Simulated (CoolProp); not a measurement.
Propylene glycol along the isotherm 620 K: density (kg/m³) from the reference equation and from simpler models built on Tc = 674.0 K, pc = 7.292 MPa, ω = 0.327; each cubic takes its own stable root.

Computed with CoolProp (reference Helmholtz-energy equation of state, Eisenbach 2021).

```json
[
 {"p (MPa)": "0.911", "phase": "gas", "reference": "14.30"},
 {"p (MPa)": "1.82", "phase": "gas", "reference": "30.78"},
 {"p (MPa)": "2.73", "phase": "gas", "reference": "50.90"},
 {"p (MPa)": "3.65", "phase": "liquid", "reference": "670.2"},
 {"p (MPa)": "4.56", "phase": "liquid", "reference": "675.4"},
 {"p (MPa)": "5.47", "phase": "liquid", "reference": "680.3"},
 {"p (MPa)": "6.38", "phase": "liquid", "reference": "684.8"},
 {"p (MPa)": "7.29", "phase": "liquid", "reference": "689.1"},
 {"p (MPa)": "8.2", "phase": "liquid", "reference": "693.2"},
 {"p (MPa)": "9.11", "phase": "liquid", "reference": "697.0"},
 {"p (MPa)": "10", "phase": "liquid", "reference": "700.6"},
 {"p (MPa)": "10.9", "phase": "liquid", "reference": "704.1"}
]
```

### Question
How far does each simpler model (van der Waals, Redlich-Kwong, Peng-Robinson) lie from the reference over these 12 states: mean and median of the absolute difference, and the worst?

### Answer
- van der Waals: mean 35.1 %, median 32.8 %, worst -89.6 % at 620 K and 3.65 MPa
- Redlich-Kwong: mean 16.4 %, median 11.6 %, worst -89.0 % at 620 K and 3.65 MPa
- Peng-Robinson: mean 9.8 %, median 3.0 %, worst -88.4 % at 620 K and 3.65 MPa

At some of these states van der Waals, Redlich-Kwong, Peng-Robinson gives the other phase, because its saturation line lies elsewhere.
